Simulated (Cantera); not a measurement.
Feed: 1 mol SiH2Cl2, 69 mol N2, equilibrated at 1925 K and 0.180 bar.

Equilibrium computed with Cantera from the NASA thermochemical tables; the gas is ideal and each condensed phase is pure. Candidate condensed phases: NH4Cl, Si, Si3N4; 28 gas species. The tables' values for SiCl3, SiCl are old estimates; treat these amounts as uncertain. Equilibrium is a limit: real reactors are often held back by kinetics, nucleation or transport.

Base state: N2 0.972, H2 0.00973, SiCl2 0.00957, HCl 0.00856, H 0.000222, Cl 0.000147, SiCl3 0.000107, SiCl 7.46e-5 (mole fractions); condensed: Si3N4(s).

What changes in the equilibrium state with this change: temperature from 1925 K to 1575 K?


```tsv
species	before	after
N2	0.972	0.972
HCl	0.00856	0.0194
H2	0.00973	0.00450
SiCl2	0.00957	0.00302
Si	4.69e-5	3.40e-9
SiCl	7.46e-5	1.66e-7
SiCl4	1.54e-6	0.000294
H	0.000222	6.57e-6
Cl	0.000147	2.25e-5
Si3N4(s), mol	0.102	0.242
```
The tables' values for SiCl3 are old estimates; treat these amounts as uncertain.
